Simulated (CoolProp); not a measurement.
Vapour-liquid equilibrium of CHF3 (R23) (1) + R22 (2) at 1.21 bar; x and y are mole fractions of (1).

Model: multi-fluid Helmholtz-energy mixture model, Penoncello 2003 and Kamei 1995; pair parameters Bell 2016, in CoolProp.

```json
[
 {"x": "0.05", "bubble temperature, mixture model (K)": "229.4", "bubble temperature, Raoult's law (K)": "230.6", "y, mixture model": "0.298", "y, Raoult's law": "0.266"},
 {"x": "0.2", "bubble temperature, mixture model (K)": "216.0", "bubble temperature, Raoult's law (K)": "218.8", "y, mixture model": "0.696", "y, Raoult's law": "0.661"},
 {"x": "0.35", "bubble temperature, mixture model (K)": "208.4", "bubble temperature, Raoult's law (K)": "211.1", "y, mixture model": "0.835", "y, Raoult's law": "0.821"},
 {"x": "0.5", "bubble temperature, mixture model (K)": "203.5", "bubble temperature, Raoult's law (K)": "205.5", "y, mixture model": "0.900", "y, Raoult's law": "0.902"},
 {"x": "0.65", "bubble temperature, mixture model (K)": "200.1", "bubble temperature, Raoult's law (K)": "201.3", "y, mixture model": "0.939", "y, Raoult's law": "0.947"},
 {"x": "0.8", "bubble temperature, mixture model (K)": "197.4", "bubble temperature, Raoult's law (K)": "197.9", "y, mixture model": "0.967", "y, Raoult's law": "0.976"},
 {"x": "0.95", "bubble temperature, mixture model (K)": "195.0", "bubble temperature, Raoult's law (K)": "195.1", "y, mixture model": "0.992", "y, Raoult's law": "0.995"}
]
```

The largest gap from Raoult's law is -2.8 K in bubble temperature, at x = 0.2. No azeotrope shows between x = 0.05 and 0.95.

The pair parameters rest on a limited set of measurements; away from them the model extrapolates.
